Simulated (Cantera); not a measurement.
Charge: 1 mol SiC, 0.31 mol N₂O, 370 mol H₂, 0.88 mol CO₂, at 1 atm.

Equilibrium computed with Cantera from the NASA thermochemical tables; the gas is ideal and each condensed phase is pure. Candidate condensed phases: C, C₆H₆, C₇H₈, C₈H₁₈, H₂O, Si, SiC, SiO₂, Si₂N₂O, Si₃N₄; 151 gas species. Mutual solubility and eutectic melting of coexisting phases are not modelled. The tables hold silica as quartz up to 1696 K and as liquid above; real silica turns to tridymite and cristobalite and melts near 1996 K. The numbers say what is thermodynamically allowed, not how fast it happens.

log p: log10 of the partial pressure in bar; n: condensed amount in mol.

| T (K) | log p H₂ | log p CH₄ | log p CO | log p SiO | n SiO₂(β-quartz) | n Si₂N₂O(s) | n SiC(s) |
|---|---|---|---|---|---|---|---|
| 1073 | 0.00 | -2.29 | -4.06 | <-11 | 1.00 | 0 | 0 |
| 1173 | 0.00 | -2.30 | -3.68 | -9.52 | 0.989 | 0.00551 | 0 |
| 1273 | 0.00 | … | … | … | … | … | 0 |
| 1373 | 0.00 | … | … | … | … | 0.286 | 0 |
| 1473 | 0.00 | -2.93 | -2.45 | -4.39 | 0.224 | 0.303 | 0.155 |
| 1573 | 0.00 | -3.54 | -2.37 | -3.34 | 0.0200 | 0.298 | 0.217 |
| 1673 | 0.00 | -3.81 | -2.38 | -3.01 | 0 | 0.176 | 0.290 |

Complete the blanks.


- 1273, log p CH₄: -2.40
- 1273, log p CO: -2.92
- 1273, log p SiO: -7.68
- 1273, n SiO₂(β-quartz): 0.746
- 1273, n Si₂N₂O(s): 0.127
- 1373, log p CH₄: -2.58
- 1373, log p CO: -2.60
- 1373, log p SiO: -5.87
- 1373, n SiO₂(β-quartz): 0.428
